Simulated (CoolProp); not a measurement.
Vapour-liquid equilibrium of neopentane (1) + n-pentane (2) at 82.2 kPa; x and y are mole fractions of (1).

Values from CoolProp's multi-fluid Helmholtz-energy mixture model, Lemmon 2006 and Thol 2019; pair parameters Bell 2016.

| x | bubble temperature, mixture model (°C) | bubble temperature, Raoult's law (°C) | y, mixture model | y, Raoult's law |
|---|---|---|---|---|
| 0.05 | 28.0 | 28.1 | 0.114 | 0.115 |
| 0.2 | 22.6 | 22.8 | 0.385 | 0.388 |
| 0.35 | 18.0 | 18.2 | 0.578 | 0.583 |
| 0.5 | 14.0 | 14.2 | 0.720 | 0.727 |
| 0.65 | 10.5 | 10.6 | 0.828 | 0.835 |
| 0.8 | 7.4 | 7.5 | 0.912 | 0.917 |
| 0.95 | 4.7 | 4.7 | 0.980 | 0.982 |

The largest gap from Raoult's law is -0.2 K in bubble temperature, at x = 0.35. No azeotrope shows between x = 0.05 and 0.95.

The pair parameters rest on a limited set of measurements; away from them the model extrapolates.
